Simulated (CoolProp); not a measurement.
Vapour-liquid equilibrium of propane (1) + benzene (2) at 48.45 °C; x and y are mole fractions of (1).

The numbers come from the multi-fluid Helmholtz-energy mixture model, Lemmon 2009 and Thol 2012; pair parameters Bell 2016 in CoolProp.

| x | bubble pressure (bar) | y at the bubble point | dew pressure at overall composition x (bar) | liquid density (mol/L) |
|---|---|---|---|---|
| 0.05 | 1.702 | 0.800 | (withheld) | 10.90 |
| 0.15 | 3.945 | 0.915 | 0.4017 | 10.96 |
| 0.25 | 5.733 | (withheld) | 0.4554 | 11.02 |
| 0.35 | 7.229 | 0.956 | 0.5256 | 11.06 |
| 0.45 | 8.555 | 0.965 | 0.6213 | 11.08 |
| 0.55 | 9.801 | 0.971 | 0.7593 | 11.08 |
| 0.65 | 11.04 | 0.977 | (withheld) | (withheld) |
| 0.75 | 12.35 | 0.983 | 1.366 | 10.94 |
| 0.85 | 13.80 | 0.989 | 2.269 | 10.76 |
| 0.95 | 15.53 | 0.996 | 6.462 | (withheld) |

Complete the blanks.


- 0.05, dew pressure at overall composition x (bar): 0.3593
- 0.25, y at the bubble point: 0.943
- 0.65, dew pressure at overall composition x (bar): 0.9761
- 0.65, liquid density (mol/L): 11.03
- 0.95, liquid density (mol/L): 10.47

No azeotrope shows between x = 0.05 and 0.95.

The pair parameters rest on a limited set of measurements; away from them the model extrapolates. The gap from Raoult's law changes sign with composition, which may be real or a fault of the pair parameters; it wasn't checked against measurements.
